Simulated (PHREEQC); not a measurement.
Dissolve 0.083 mol KH2PO4 and 0.24 mol H2SO4 per kg of water at 40 °C. Closed to the air; pH follows from the charge balance.

Model: ion-association model, phreeqc.dat, run in PHREEQC.

Each row changes one thing in this solution. This is a speciation only: nothing precipitates in the calculation.

```tsv
case	pH	ionic strength (mol/kgw)	HSO4- (mol/kgw)	H3PO4 (mol/kgw)	K+ (mol/kgw)	SO4-2 (mol/kgw)
as made	0.82	0.304	0.206	0.0786	0.0783	0.0296
temperature from 40 to 75 °C	0.86	0.272	0.222	0.0795	0.0793	0.0144
temperature from 40 to 10 °C	0.78	0.340	…	0.0773	0.0784	0.0470
diluted 100-fold with water	2.45	0.00640	0.000657	…	0.000821	0.00173
diluted 10-fold with water	1.65	0.0430	…	0.00635	0.00801	0.00852
KH2PO4 from 0.083 to 0.0747 mol/kgw	0.80	0.301	0.207	0.0708	0.0705	0.0287
```

Q: Complete the blanks.

A: 
- temperature from 40 to 10 °C, HSO4- (mol/kgw): 0.188
- diluted 100-fold with water, H3PO4 (mol/kgw): 0.000301
- diluted 10-fold with water, HSO4- (mol/kgw): 0.0152

Constants without temperature data keep their 25 °C values here.
